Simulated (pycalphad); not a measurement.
An equivalent pycalphad script:

```python
from pycalphad import Database, equilibrium, calculate, variables as v
import numpy as np
db = Database('COST507.tdb')
comps = ['AL', 'SI', 'MN', 'VA']
phases = ['AL11MN4', 'AL12MN', 'AL4MN', 'AL6MN', 'AL8MN5_D810', 'ALMNSI_ALPHA', 'ALMNSI_BETA', 'ALMNSI_DELTA', 'BCC_A2', 'CBCC_A12', 'CUB_A13', 'DIAMOND_A4', 'FCC_A1', 'HCP_A3', 'LIQUID', 'MN11SI19', 'MN3SI', 'MN5SI3', 'MN6SI', 'MN9SI2', 'MNSI']
eq = equilibrium(db, comps, phases, {v.X('SI'): 0.124, v.X('MN'): 0.077, v.T: np.arange(1850, 499, -75), v.P: 101325, v.N: 1}, output=['HM', 'SM'])
```

All values are pycalphad results on the COST 507 light-alloy database (1999) (1 atm), not direct measurements. The database dates from 1999; later assessments differ in places, in temperatures and in the compounds included. Amounts are mole fractions of atoms.

Results at three of the temperatures:

```
T = 1550.00 K, P = 101325 Pa, N = 1 mol of atoms
G = -96003 J/mol, H = 46525 J/mol, S = 91.95 J/(mol K)  (SER reference)
chemical potentials (J/mol): Al -89798, Si -98205, Mn -156848
phase             fraction      x(Al)      x(Si)      x(Mn)
LIQUID              1.0000     0.7990     0.1240     0.0770
```

```
T = 1400.00 K, P = 101325 Pa, N = 1 mol of atoms
G = -82454 J/mol, H = 41667 J/mol, S = 88.66 J/(mol K)  (SER reference)
chemical potentials (J/mol): Al -76675, Si -82324, Mn -142626
phase             fraction      x(Al)      x(Si)      x(Mn)
LIQUID              1.0000     0.7990     0.1240     0.0770
```

```
T = 725.00 K, P = 101325 Pa, N = 1 mol of atoms
G = -33269 J/mol, H = 1484 J/mol, S = 47.94 J/(mol K)  (SER reference)
chemical potentials (J/mol): Al -26188, Si -18450, Mn -130616
phase             fraction      x(Al)      x(Si)      x(Mn)
FCC_A1              0.4912     0.9953     0.0047   4.74e-05
ALMNSI_ALPHA        0.4426     0.7007     0.1254     0.1739
DIAMOND_A4          0.0662    5.7e-08     1.0000       none
```

Changes of the phase set, refined by bisection:

```
T (°C)                          phases above                          phases below
------  ------------------------------------  ------------------------------------
845.9                                 liquid                  ALMNSI_BETA + liquid
737.9                   ALMNSI_BETA + liquid   ALMNSI_ALPHA + ALMNSI_BETA + liquid
736.9    ALMNSI_ALPHA + ALMNSI_BETA + liquid                 ALMNSI_ALPHA + liquid
576.9                  ALMNSI_ALPHA + liquid  ALMNSI_ALPHA + diamond (Si) + liquid
576.4   ALMNSI_ALPHA + diamond (Si) + liquid     ALMNSI_ALPHA + diamond (Si) + fcc
```

Database names, with the compositions (at.%) that they take in these runs: ALMNSI_BETA: Al 63 Mn 23 Si 14; ALMNSI_ALPHA: Al 70 Mn 17 Si 12. FCC_A1 is fcc; DIAMOND_A4 is diamond (Si). An entry "none" or "no" means that the model of the phase leaves that element out.
